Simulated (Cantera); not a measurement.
Feed: 1 mol SiO2, 0.45 mol CH4, 9 mol H2, at 1023 K and 1.33 mbar.

Equilibrium computed with Cantera from the NASA thermochemical tables; the gas is ideal and each condensed phase is pure. Candidate condensed phases: C, C6H6, C7H8, C8H18, H2O, Si, SiC, SiO2; 123 gas species. Mutual solubility and eutectic melting of coexisting phases are not modelled. Kinetics and transport are ignored.

Base state: H2 1.000, CO 0.000213, CH4 1.00e-4 (mole fractions); condensed: C(graphite) + SiC(s) + SiO2(β-quartz).

Task: What changes in the equilibrium state with this change: temperature from 1023 K to 1298.15 K?

Result: 
```csv
species,before,after
H2,1.000,0.970
CO,0.000213,0.0296
SiO,2.18e-8,0.000705
H,1.13e-7,2.90e-5
CH4,1.00e-4,1.75e-6
"C(graphite), mol",0.446,0
"SiC(s), mol",0.00106,0.148
"SiO2(β-quartz), mol",0.999,0.845
```
The tables hold silica as quartz up to 1696 K and as liquid above; real silica turns to tridymite and cristobalite and melts near 1996 K.
